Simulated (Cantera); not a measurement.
Charge: 1 mol Si3N4, a varied amount of Cl2, 35 mol H2, held at 1850 K and 75.0 Pa.

Method: chemical equilibrium by Gibbs-energy minimisation in Cantera with the NASA 1993 tables (ideal gas, pure condensed phases). Candidate condensed phases: NH4Cl, Si, Si3N4; 28 gas species. Gases not in the tables: Si2H6 and higher silanes. Rates play no part.

Q: Which condensed phases are stable at each of these points (n(Cl2) (mol)): 2.1, 3, 4.1, 5.8, 8, 11, 16?

A: 
```csv
n(Cl2) (mol),condensed phases,Si condensed (%)
2.1,Si(l),64.1
3,Si(l),47.6
4.1,Si(l),25.2
5.8,gas only,0.0
8,gas only,0.0
11,gas only,0.0
16,gas only,0.0
```

From 2.1 mol Cl2 to 4.1 mol Cl2 the condensed part is Si(l). From 5.8 mol Cl2 to 16 mol Cl2 nothing is condensed.
